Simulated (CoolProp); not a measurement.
50 sccm (0 °C, 1 atm) of nitrogen bubbles through liquid water at 341.6 K and leaves saturated at a total pressure of 0.15 MPa (ideal gas phase). Each further row changes one setting.

The numbers come from the reference Helmholtz-energy equation of state, Wagner 2002 in CoolProp.

| case | vapour pressure (kPa) | mole fraction of vapour | delivery (mg/min) | delivery (sccm) | change of delivery for a bath 1 K warmer (%) |
|---|---|---|---|---|---|
| as stated | 29.2 | 0.194 | 9.70 | ? | 5.6 |
| bath temperature 346.6 K | 36.2 | ? | ? | 15.9 | 5.7 |
| total pressure 0.3 MPa | 29.2 | 0.0972 | ? | ? | 5.0 |

Problem. Some entries are withheld; supply them.

Solution. 
- as stated, delivery (sccm): 12.1
- bath temperature 346.6 K, mole fraction of vapour: 0.241
- bath temperature 346.6 K, delivery (mg/min): 12.8
- total pressure 0.3 MPa, delivery (mg/min): 4.33
- total pressure 0.3 MPa, delivery (sccm): 5.38
